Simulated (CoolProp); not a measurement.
Vapour-liquid equilibrium of carbon monoxide (1) + methane (2) at 116.4 K; x and y are mole fractions of (1).

The numbers come from the multi-fluid Helmholtz-energy mixture model, Lemmon 2006 and Setzmann 1991; pair parameters Kunz 2012 in CoolProp.

```
x     bubble pressure, mixture model (bar)  bubble pressure, Raoult's law (bar)  y, mixture model  y, Raoult's law
----  ------------------------------------  -----------------------------------  ----------------  ---------------
0.05                                 2.229                                2.171             0.357            0.356
0.15                                 3.809                                3.571             0.646            0.650
0.25                                 5.398                                4.971             0.767            0.778
0.35                                 6.918                                6.370             0.832            0.850
0.45                                 8.327                                7.770             0.872            0.896
0.55                                 9.619                                9.170             0.901            0.928
0.65                                 10.83                                10.57             0.923            0.951
0.75                                 12.01                                11.97             0.943            0.969
0.85                                 13.25                                13.37             0.963            0.983
0.95                                 14.66                                14.77             0.986            0.995
```

The largest gap from Raoult's law is +8.6 % in bubble pressure, at x = 0.35. No azeotrope shows between x = 0.05 and 0.95.

The pair parameters rest on a limited set of measurements; away from them the model extrapolates. The gap from Raoult's law changes sign with composition, which may be real or a fault of the pair parameters; it wasn't checked against measurements.
